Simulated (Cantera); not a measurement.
## Al(CH₃)₃ + NH₃ + N₂ (aluminium nitride and oxide growth)

Charge: 1 mol Al(CH₃)₃, 3.5 mol NH₃, 72 mol N₂, equilibrated at 1748.15 K.

Cantera equilibrium calculation (NASA polynomials, part measured and part estimated; ideal gas, pure solids and liquids). Candidate condensed phases: Al, AlN, C, C₆H₆, C₇H₈, C₈H₁₈; 97 gas species. The feed counts by its element totals alone. Rates play no part.

At 10.0 Pa the condensed part is C(graphite). From 63.0 Pa to 1.00 bar the condensed part is AlN(s) + C(graphite). The main Al-bearing gas is Al throughout.

```json
[
 {"P (Pa)": "10", "log p N₂": "-4.06", "log p H₂": "-4.96", "log p Al": "-5.93", "log p H": "-6.12", "n C(graphite)": "2.87", "n AlN(s)": "0"},
 {"P (Pa)": "63", "log p N₂": "-3.26", "log p H₂": "-4.14", "log p Al": "-5.44", "log p H": "-5.71", "n C(graphite)": "2.87", "n AlN(s)": "0.512"},
 {"P (Pa)": "400", "log p N₂": "-2.45", "log p H₂": "-3.33", "log p Al": "-5.84", "log p H": "-5.31", "n C(graphite)": "2.87", "n AlN(s)": "0.970"},
 {"P (Pa)": "2500", "log p N₂": "-1.66", "log p H₂": "-2.54", "log p Al": "-6.24", "log p H": "-4.91", "n C(graphite)": "2.87", "n AlN(s)": "0.998"},
 {"P (Pa)": "16000", "log p N₂": "-0.85", "log p H₂": "-1.73", "log p Al": "-6.64", "log p H": "-4.51", "n C(graphite)": "2.87", "n AlN(s)": "1.000"},
 {"P (Pa)": "100000", "log p N₂": "-0.05", "log p H₂": "-0.93", "log p Al": "-7.04", "log p H": "-4.11", "n C(graphite)": "2.87", "n AlN(s)": "1.000"}
]
```
log p: log10 of the partial pressure in bar; n: condensed amount in mol.
